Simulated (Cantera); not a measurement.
A perfectly stirred reactor is fed with H2 : O2 : N2 = 0.72 : 1 : 3.4 (molar parts), equivalence ratio 0.36, at 100.0 Torr; it is held at 1400 K, and followed from long to short residence time.

Cantera simulation using the H2/O2 subset of GRI-Mech 3.0, which has no nitrogen chemistry; the numbers are that mechanism's predictions, not measurements. The temperature is held fixed by assumption; the heat of reaction is taken as removed at once.

x: mole fraction; the columns are a selection and need not sum to one.

```
τ (s)       x H2   x O2         x H    x HO2       x O  x H2O   x H2O2
------  --------  -----  ----------  -------  --------  -----  -------
3.1      8.20e-5  0.134  (withheld)  1.05e-6  0.000115  0.151  8.75e-8
1.6     0.000128  0.134  (withheld)  1.52e-6  0.000180  0.151  1.16e-7
0.85    0.000195  0.134  (withheld)  2.12e-6  0.000276  0.150  1.50e-7
0.44    0.000301  0.134  (withheld)  2.93e-6  0.000431  0.150  1.94e-7
0.23    0.000462  0.134  (withheld)  3.91e-6  0.000666  0.150  2.46e-7
0.12    0.000707  0.134  (withheld)  5.03e-6   0.00103  0.149  3.08e-7
0.065    0.00105  0.133  (withheld)  6.17e-6   0.00154  0.148  3.77e-7
0.034    0.00159  0.133  (withheld)  7.36e-6   0.00235  0.147  4.58e-7
0.018    0.00236  0.133  (withheld)  8.42e-6   0.00354  0.145  5.43e-7
0.0094   0.00350  0.132  (withheld)  9.32e-6   0.00531  0.142  6.30e-7
```

**Question.** What belongs in the gaps?

**Answer.** 
- 3.1, x H: 1.29e-5
- 1.6, x H: 2.53e-5
- 0.85, x H: 4.80e-5
- 0.44, x H: 9.33e-5
- 0.23, x H: 0.000179
- 0.12, x H: 0.000343
- 0.065, x H: 0.000631
- 0.034, x H: 0.00119
- 0.018, x H: 0.00220
- 0.0094, x H: 0.00405
